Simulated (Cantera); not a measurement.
Input (Python, Cantera) and output of one run.

```python
import numpy as np
import cantera as ct

gas_names = """
    CL CL2 H HCL H2 Si SiCL SiCL2 SiCL3 SiCL4 SiH SiHCL3 SiH2 SiH2CL2 SiH3 SiH3CL SiH4 Si2 Si3
""".split()
cond_names = """
    Si(cr) Si(L)
""".split()


# ... load() reads the species with a 1 bar reference pressure and builds the phases ...
atoms = {
    'SiH2Cl2': {'Si': 1, 'H': 2, 'CL': 2},
    'Cl2': {'CL': 2},
    'H2': {'H': 2},
}
top_T = {}  # K; cautious upper limits of use, not melting points


# ... equilibrate(T, P, feed) seeds the gas with the atoms and calls Mixture.equilibrate('TP', solver="vcs", rtol=1e-11, max_steps=5000) ...
results = []
feed = {'SiH2Cl2': 1, 'Cl2': 0.0077, 'H2': 5.8}  # mol
P = 290  # Pa
for T in [1023, 1073, 1123, 1173, 1223, 1273, 1323, 1373, 1423, 1473, 1523, 1573]:
    mix = equilibrate(T, P, feed)
    results.append((T, P, feed, dict(zip(mix.species_names, mix.species_moles))))
    x = sorted(zip(gas.X, gas.species_names), reverse=True)
    print(f"T = {T:g} K  P = {P:g} Pa  gas = {mix.phase_moles(0):.4g} mol")
    print("   x: " + "  ".join(f"{s} {v:.3e}" for v, s in x if v > 0.001))
    print("   condensed (mol): " + ("  ".join(f"{mix.phase(i).name} {mix.phase_moles(i):.4g}"
          for i in range(1, mix.n_phases) if mix.phase_moles(i) > 1e-12) or "none"))
```

Result:

```
T = 1023 K  P = 290 Pa  gas = 7.405 mol
   x: H2 8.902e-01  HCL 4.892e-02  SiCL4 4.568e-02  SiHCL3 7.034e-03  SiCL2 4.780e-03  SiCL3 3.215e-03
   condensed (mol): Si(cr) 0.5496
T = 1073 K  P = 290 Pa  gas = 7.466 mol
   x: H2 8.738e-01  HCL 6.774e-02  SiCL4 3.730e-02  SiCL2 1.022e-02  SiHCL3 5.895e-03  SiCL3 4.882e-03
   condensed (mol): Si(cr) 0.5639
T = 1123 K  P = 290 Pa  gas = 7.545 mol
   x: H2 8.551e-01  HCL 8.779e-02  SiCL4 2.705e-02  SiCL2 1.904e-02  SiCL3 6.438e-03  SiHCL3 4.519e-03
   condensed (mol): Si(cr) 0.5689
T = 1173 K  P = 290 Pa  gas = 7.63 mol
   x: H2 8.367e-01  HCL 1.059e-01  SiCL2 3.047e-02  SiCL4 1.663e-02  SiCL3 7.169e-03  SiHCL3 3.063e-03
   condensed (mol): Si(cr) 0.5621
T = 1223 K  P = 290 Pa  gas = 7.703 mol
   x: H2 8.224e-01  HCL 1.188e-01  SiCL2 4.176e-02  SiCL4 8.456e-03  SiCL3 6.656e-03  SiHCL3 1.807e-03
   condensed (mol): Si(cr) 0.5476
T = 1273 K  P = 290 Pa  gas = 7.751 mol
   x: H2 8.139e-01  HCL 1.258e-01  SiCL2 5.028e-02  SiCL3 5.321e-03  SiCL4 3.691e-03
   condensed (mol): Si(cr) 0.5328
T = 1323 K  P = 290 Pa  gas = 7.777 mol
   x: H2 8.099e-01  HCL 1.285e-01  SiCL2 5.573e-02  SiCL3 3.909e-03  SiCL4 1.500e-03
   condensed (mol): Si(cr) 0.5206
T = 1373 K  P = 290 Pa  gas = 7.79 mol
   x: H2 8.083e-01  HCL 1.289e-01  SiCL2 5.913e-02  SiCL3 2.786e-03
   condensed (mol): Si(cr) 0.5109
T = 1423 K  P = 290 Pa  gas = 7.797 mol
   x: H2 8.078e-01  HCL 1.283e-01  SiCL2 6.140e-02  SiCL3 1.984e-03
   condensed (mol): Si(cr) 0.5027
T = 1473 K  P = 290 Pa  gas = 7.802 mol
   x: H2 8.078e-01  HCL 1.273e-01  SiCL2 6.304e-02  SiCL3 1.429e-03
   condensed (mol): Si(cr) 0.4955
T = 1523 K  P = 290 Pa  gas = 7.805 mol
   x: H2 8.080e-01  HCL 1.261e-01  SiCL2 6.430e-02  SiCL3 1.046e-03
   condensed (mol): Si(cr) 0.489
T = 1573 K  P = 290 Pa  gas = 7.808 mol
   x: H2 8.082e-01  HCL 1.249e-01  SiCL2 6.532e-02
   condensed (mol): Si(cr) 0.4829
```

Cantera equilibrium calculation (NASA polynomials, part measured and part estimated; ideal gas, pure solids and liquids). The tables' values for SiCl3, SiCl are old estimates; treat these amounts as uncertain.
